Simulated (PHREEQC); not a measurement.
Dissolve 95 mmol/kgw NaH2PO4 at 10 °C. Closed to the air; pH follows from the charge balance.

Equilibrium calculation in PHREEQC: ion-association model, phreeqc.dat.

```json
{
 "pH": "4.47",
 "ionic_strength": "0.0953 mol/kgw",
 "specific_conductance": "4450 µS/cm",
 "density": "1.008 g/cm³"
}
```

```csv
species,molality,activity,log γ
Na+,0.0950,0.0752,-0.101
H2PO4-,0.0944,0.0750,-0.100
HPO4-2,0.000322,0.000125,-0.409
H3PO4,0.000304,0.000311,0.010
H+,4.09e-5,3.40e-5,-0.081
NaHPO4-,2.32e-5,1.84e-5,-0.100
```

Precipitation was switched off in this run. Away from 25 °C the constants follow the database's enthalpies or fits; those with neither stay at their 25 °C values.
